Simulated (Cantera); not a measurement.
**Thermodynamics of silicon oxide and oxynitride deposition, feed SiCl4 + O3 + H2**

A closed system holds: 1 mol SiCl4, a varied amount of O3, 1.5 mol H2, equilibrated at 2075 K and 33.0 Torr.

Method: chemical equilibrium by Gibbs-energy minimisation in Cantera with the NASA 1993 tables (ideal gas, pure condensed phases). Candidate condensed phases: H2O, Si, SiO2; 30 gas species. The tables' values for SiCl3, SiO2 are old estimates; treat these amounts as uncertain. The tables hold silica as quartz up to 1696 K and as liquid above; real silica turns to tridymite and cristobalite and melts near 1996 K. Rates play no part.

| n(O3) (mol) | x HCl | x O2 | x Cl | x SiO | x H2O | x SiCl2 | x SiCl3 | n SiO2(l) |
|---|---|---|---|---|---|---|---|---|
| 0.47 | 0.731 | 2.50e-8 | 0.155 | 0.0758 | 0.000131 | 0.0172 | 0.0106 | 0.550 |
| 0.63 | 0.743 | 5.00e-7 | 0.231 | 0.0170 | 0.000271 | 0.00191 | 0.00176 | 0.910 |
| 0.84 | 0.622 | 0.0414 | 0.294 | 5.90e-5 | 0.0337 | 3.75e-8 | 4.40e-8 | 1.000 |
| 1.1 | 0.542 | 0.113 | 0.292 | 3.57e-5 | 0.0427 | 1.36e-8 | 1.59e-8 | 1.000 |
| 1.5 | 0.460 | 0.206 | 0.276 | 2.64e-5 | 0.0465 | 6.67e-9 | 7.36e-9 | 1.000 |
| 2 | 0.389 | 0.298 | 0.255 | 2.20e-5 | 0.0468 | 3.93e-9 | 4.00e-9 | 1.000 |
| 2.7 | 0.319 | 0.395 | 0.229 | 1.91e-5 | 0.0452 | 2.38e-9 | 2.18e-9 | 1.000 |
| 3.6 | 0.259 | 0.486 | 0.202 | 1.72e-5 | 0.0422 | 1.51e-9 | 1.22e-9 | 1.000 |
| 4.8 | 0.205 | 0.570 | 0.175 | 1.59e-5 | 0.0384 | 9.63e-10 | 6.72e-10 | 1.000 |
x: gas mole fraction; n: condensed amount in mol.

From 0.47 mol O3 to 4.8 mol O3 the condensed part is SiO2(l).
